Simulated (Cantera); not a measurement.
A freely propagating, adiabatic, planar premixed flame of 2.29 % CH4, 0.188 % C2H6, 2.29 % C3H8, 19.2 % O2, 72.1 % N2, 3.89 % H2O, unburnt at 525 K and 21000 Pa; mixture-averaged transport, grid criteria slope 0.08 and curve 0.16, no radiation.

Detailed kinetics in Cantera: GRI-Mech 3.0 (53 species, 325 reactions). GRI-Mech 3.0 was tuned for natural gas; its chemistry of propane as a main component is partial and can be far from experiment. Burning velocities carry a grid error of a few per cent, more on coarse grids.

Q: Predict: laminar burning velocity; thermal thickness; peak x(H2O2); peak x(HCN).

A: 
| Quantity | Value |
|---|---|
| laminar burning velocity | 130 cm/s |
| thermal thickness | 1.35 mm |
| peak x(H2O2) | 7.20e-6 |
| peak x(HCN) | 1.18e-6 |
